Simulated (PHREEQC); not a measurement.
Consider water at 70 °C with 0.079 mol/kgw SrCl2 and 0.02 mol/kgw Ca(OH)2. Closed to the air; pH follows from the charge balance.

Model: ion-association model, phreeqc.dat, run in PHREEQC.

No solid was allowed to form.

Problem. Predict the pH, density, specific conductance.

Solution. pH 11.21; density 0.990 g/cm³; specific conductance 46700 µS/cm.

Complexes and solids missing from the database can't appear. Away from 25 °C the constants follow the database's enthalpies or fits; those with neither stay at their 25 °C values.
